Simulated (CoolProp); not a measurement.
Vapour-liquid equilibrium of propylene (1) + R152A (2) at 1.78 MPa; x and y are mole fractions of (1).

Values from CoolProp's multi-fluid Helmholtz-energy mixture model, Lemmon 2013 and Outcalt 1996; pair parameters Bell 2016.

```tsv
x	bubble temperature (K)	y at the bubble point	dew temperature at overall composition x (K)	liquid density (mol/L)
0.05	337.2	0.097	338.8	11.74
0.2	329.0	…	…	11.71
0.35	323.3	0.486	328.1	…
0.5	319.6	0.606	322.8	…
0.65	317.2	…	…	11.33
0.8	315.9	…	316.0	…
0.95	316.1	0.944	316.1	11.22
```

Q: Some entries are withheld; supply them.

A: 
- 0.2, y at the bubble point: 0.326
- 0.2, dew temperature at overall composition x (K): 333.5
- 0.35, liquid density (mol/L): 11.60
- 0.5, liquid density (mol/L): 11.46
- 0.65, y at the bubble point: 0.708
- 0.65, dew temperature at overall composition x (K): 318.4
- 0.8, y at the bubble point: 0.813
- 0.8, liquid density (mol/L): 11.25

y crosses x between x = 0.8 and 0.95: the model has an azeotrope there.

Pair parameters are fitted to limited data, so mixtures are less certain than the pure fluids.
